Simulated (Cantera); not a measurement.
An adiabatic, constant-volume homogeneous reactor starts with CH₄ : O₂ : N₂ = 1 : 2.94 : 11.1 (molar parts), at 1175 K and 1580 Torr. Integrator tolerance rtol = 1e-08.

Model: GRI-Mech 3.0 (53 species, 325 reactions), integrated in Cantera.

Q: What does this change do: O2 2.94 to 1.4 parts?

A: 
| quantity | before | after |
|---|---|---|
| time of steepest temperature rise | 26.5 ms | 80.7 ms |
| temperature at 0.500 s | 2653 K | 2351 K |
| equilibrium temperature | 2653 K | 2351 K |
| x(CH₄) at 0.500 s | <1e-12 (gas-phase equilibrium <1e-12) | 2.79e-12 (gas-phase equilibrium 3.15e-12) |
| x(O₂) at 0.500 s | 0.0559 (gas-phase equilibrium 0.0559) | 1.36e-5 (gas-phase equilibrium 1.36e-5) |
| x(CH₃) at 0.500 s | <1e-12 (gas-phase equilibrium <1e-12) | 1.61e-12 (gas-phase equilibrium 1.82e-12) |
| x(H₂O) at 0.500 s | 0.122 (gas-phase equilibrium 0.122) | 0.104 (gas-phase equilibrium 0.104) |
| x(CH₂) at 0.500 s | <1e-12 (gas-phase equilibrium <1e-12) | <1e-12 (gas-phase equilibrium <1e-12) |

Q: What does this change do: O2 2.94 to 2 parts?

A: 
| quantity | before | after |
|---|---|---|
| time of steepest temperature rise | 26.5 ms | 46.4 ms |
| temperature at 0.500 s | 2653 K | 2670 K |
| equilibrium temperature | 2653 K | 2670 K |
| x(CH₄) at 0.500 s | <1e-12 (gas-phase equilibrium <1e-12) | <1e-12 (gas-phase equilibrium <1e-12) |
| x(O₂) at 0.500 s | 0.0559 (gas-phase equilibrium 0.0559) | 0.00884 (gas-phase equilibrium 0.00884) |
| x(CH₃) at 0.500 s | <1e-12 (gas-phase equilibrium <1e-12) | <1e-12 (gas-phase equilibrium <1e-12) |
| x(H₂O) at 0.500 s | 0.122 (gas-phase equilibrium 0.122) | 0.126 (gas-phase equilibrium 0.126) |
| x(CH₂) at 0.500 s | <1e-12 (gas-phase equilibrium <1e-12) | <1e-12 (gas-phase equilibrium <1e-12) |
